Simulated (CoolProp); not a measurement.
A single-stage vapour-compression cycle with R404A: evaporating at 233.15 K (dew point), condensing at 259.15 K (bubble point), superheat 0 K, subcooling 8 K, compressor efficiency 0.8, no pressure losses. Each further row changes one setting.

Values from CoolProp's reference Helmholtz-energy equation of state, Lemmon 2003. It is a pseudo-pure fit of the blend.

| case | cooling COP | pressure ratio | discharge temperature (K) | refrigerating effect (kJ/kg) | volumetric capacity (kJ/m³) |
|---|---|---|---|---|---|
| as stated | 6.60 | 2.92 | 271.6 | 173 | 1210 |
| evaporating temperature 238.15 K | 8.48 | 2.33 | 268.9 | 176 | 1520 |
| condensing temperature 254.15 K | 8.30 | 2.43 | 264.9 | 180 | 1260 |
| subcooling 13 K | 6.85 | 2.92 | 271.6 | 180 | 1250 |
| superheat 10 K | 6.56 | 2.92 | 282.0 | 181 | 1200 |
| compressor efficiency 0.7 | 5.78 | 2.92 | 275.7 | 173 | 1210 |
